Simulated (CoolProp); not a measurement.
Saturation properties of R365MFC (Tc = 186.9 °C, pc = 32.66 bar, ω = 0.377).

Values from CoolProp's reference Helmholtz-energy equation of state, Lemmon 2016.

| T (°C) | p (bar) | liquid cp (kJ/(kg K)) | surface tension (mN/m) |
|---|---|---|---|
| 34.85 | 0.8329 | … | 14.0 |
| 40.65 | 1.030 | 1.409 | 13.3 |
| 46.45 | 1.262 | 1.422 | … |
| 52.25 | 1.534 | … | 12.1 |
| 58.05 | 1.849 | 1.448 | … |
| 63.95 | 2.219 | 1.463 | 10.8 |
| 69.75 | 2.636 | 1.477 | 10.2 |
| 75.55 | 3.111 | 1.493 | … |
| 81.35 | 3.649 | … | 8.99 |

Question: What belongs in the gaps?

Answer: 
- 34.85, liquid cp (kJ/(kg K)): 1.397
- 46.45, surface tension (mN/m): 12.7
- 52.25, liquid cp (kJ/(kg K)): 1.435
- 58.05, surface tension (mN/m): 11.4
- 75.55, surface tension (mN/m): 9.59
- 81.35, liquid cp (kJ/(kg K)): 1.509

It boils at 40.2 °C under 1 atm.

Surface tension comes from a separate correlation (Mulero 2012).
